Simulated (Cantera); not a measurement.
A Cantera script and its output.

```python
import numpy as np
import cantera as ct

surf = ct.Interface("ptcombust.yaml", "Pt_surf")
gas = surf.adjacent["gas"]
gas.TPX = 300, 2500, {'H2': 0.02, 'O2': 0.085, 'N2': 0.79}
jet = ct.ImpingingJet(gas=gas, width=0.03, surface=surf)
jet.inlet.mdot, jet.inlet.T, jet.inlet.X = 0.12, 300, {'H2': 0.02, 'O2': 0.085, 'N2': 0.79}
jet.set_refine_criteria(ratio=10, slope=0.2, curve=0.3)
show, cover = ['H2', 'O2', 'H2O', 'OH'], ["PT(S)", "H(S)", "O(S)", "OH(S)", "CO(S)", "C(S)"]

rows = []
print(f"{'Ts/K':>7s}" + "".join(f"{s:>11s}" for s in show + cover) + "   (gas at the wall, coverages)")
for i, Ts in enumerate([700, 750, 800, 850, 900, 950, 1000]):
    jet.surface.T = Ts
    if i == 0:
        surf.TP = Ts, 2500
        surf.coverages = "PT(S):0.5, O(S):0.5"
        surf.advance_coverages(1.0)
        jet.set_initial_guess(products="inlet")
    jet.solve(loglevel=0, auto=(i == 0))
    rows.append([*(jet.X[gas.species_index(s), -1] for s in show), *surf[cover].coverages])
    print(f"{Ts:7g}" + "".join(f"{x:11.3e}" for x in rows[-1]))
```

Result:

```
   Ts/K         H2         O2        H2O         OH      PT(S)       H(S)       O(S)      OH(S)      CO(S)       C(S)   (gas at the wall, coverages)
    700  5.463e-03  7.686e-02  3.253e-02  1.534e-10  1.324e-01  5.785e-09  8.657e-01  1.952e-03  2.607e-27 -2.633e-32
    750  5.134e-03  7.658e-02  3.294e-02  9.874e-10  1.492e-01  1.062e-08  8.493e-01  1.500e-03 -1.081e-20  9.207e-26
    800  4.461e-03  7.593e-02  3.402e-02  4.766e-09  1.848e-01  2.214e-08  8.140e-01  1.245e-03 -3.091e-24  2.868e-29
    850  3.718e-03  7.520e-02  3.524e-02  1.834e-08  2.385e-01  4.819e-08  7.604e-01  1.077e-03 -1.723e-19  3.951e-26
    900  3.113e-03  7.462e-02  3.622e-02  5.901e-08  3.035e-01  1.003e-07  6.956e-01  9.378e-04  4.052e-18  3.900e-26
    950  2.668e-03  7.420e-02  3.689e-02  1.665e-07  3.733e-01  1.935e-07  6.259e-01  8.117e-04  1.518e-19  1.642e-27
   1000  2.344e-03  7.391e-02  3.735e-02  4.196e-07  4.445e-01  3.479e-07  5.548e-01  6.978e-04  5.326e-18  1.278e-25
```

Model: Deutschmann's 1995 Pt surface mechanism with GRI-Mech 3.0 gas chemistry, integrated in Cantera. Catalytic surfaces can have several steady states; this one follows from the mechanism file's or the stated starting coverage.
